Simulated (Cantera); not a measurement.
Thermodynamics of abatement and gas-phase synthesis, feed CO₂ + H₂O + N₂

Input: 1 mol CO₂, 0.6 mol H₂O, a varied amount of N₂, equilibrated at 1575 K and 4200 Pa.

Cantera equilibrium calculation (NASA polynomials, part measured and part estimated; ideal gas, pure solids and liquids). Candidate condensed phases: C, C₆H₆, C₇H₈, C₈H₁₈, H₂O; 136 gas species. Equilibrium is a limit: real reactors are often held back by kinetics, nucleation or transport.

From 0.69 mol N₂ to 10 mol N₂ nothing is condensed. The main C-bearing gas is CO₂ throughout.

```csv
n(N₂) (mol),log p N₂,log p CO₂,log p H₂O,log p CO,log p O₂,log p H₂,log p OH
0.69,-1.90,-1.74,-1.96,-4.30,-4.56,-4.99,-5.29
1,-1.79,-1.79,-2.01,-4.34,-4.60,-5.02,-5.32
1.5,-1.69,-1.87,-2.09,-4.39,-4.65,-5.07,-5.38
2.2,-1.61,-1.96,-2.18,-4.45,-4.72,-5.13,-5.44
3.2,-1.55,-2.06,-2.28,-4.51,-4.79,-5.20,-5.50
4.7,-1.50,-2.18,-2.40,-4.59,-4.87,-5.27,-5.58
6.9,-1.47,-2.31,-2.53,-4.67,-4.96,-5.36,-5.67
10,-1.44,-2.44,-2.66,-4.76,-5.05,-5.44,-5.76
```
log p: log10 of the partial pressure in bar; nothing condenses.
